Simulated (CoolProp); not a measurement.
The fluid at 293.15 K and 0.364 MPa is compressed adiabatically to 2.5 MPa with isentropic efficiency 0.85. The same conditions are run with several fluids, on thermodynamics alone (safety and materials aside).

Values from CoolProp's reference Helmholtz-energy equation of state of each fluid (R143a: Lemmon and Jacobsen 2000; methane: Setzmann 1991; ethane: Bücker 2006; sulfur hexafluoride: Guder 2009; normal hydrogen: Leachman 2009).

Rank R143a, methane, ethane, sulfur hexafluoride, normal hydrogen by work (kJ/kg), highest first.

normal hydrogen (3680), methane (428), ethane (204), R143a (64.2), sulfur hexafluoride (37.4)

```json
[
 {"fluid": "R143a", "final temperature (K)": "377.6", "final phase": "gas", "final density (kg/m³)": "83.6"},
 {"fluid": "methane", "final temperature (K)": "468.4", "final phase": "gas", "final density (kg/m³)": "10.3"},
 {"fluid": "ethane", "final temperature (K)": "407.3", "final phase": "gas", "final density (kg/m³)": "23.8"},
 {"fluid": "sulfur hexafluoride", "final temperature (K)": "359.7", "final phase": "gas", "final density (kg/m³)": "146"},
 {"fluid": "normal hydrogen", "final temperature (K)": "546.1", "final phase": "supercritical", "final density (kg/m³)": "1.10"}
]
```
